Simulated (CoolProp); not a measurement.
Vapour-liquid equilibrium of carbon dioxide (1) + n-pentane (2) at -11.35 °C; x and y are mole fractions of (1).

The numbers come from the multi-fluid Helmholtz-energy mixture model, Span 1996 and Thol 2019; pair parameters Kunz 2012 in CoolProp.

```
x     bubble pressure, mixture model (MPa)  bubble pressure, Raoult's law (MPa)  y, mixture model  y, Raoult's law
----  ------------------------------------  -----------------------------------  ----------------  ---------------
0.05                                0.1828                               0.1409             0.922            0.904
0.2                                 0.7367                               0.5210             0.980            0.978
0.35                                 1.214                               0.9011             0.988            0.990
0.5                                  1.539                                1.281             0.990            0.994
0.65                                 1.769                                1.661             0.992            0.997
0.8                                  2.016                                2.041             0.994            0.999
0.95                                 2.385                                2.422             0.998            1.000
```

The largest gap from Raoult's law is +41.4 % in bubble pressure, at x = 0.2. No azeotrope shows between x = 0.05 and 0.95.

The pair parameters rest on a limited set of measurements; away from them the model extrapolates. The gap from Raoult's law changes sign with composition, which may be real or a fault of the pair parameters; it wasn't checked against measurements.
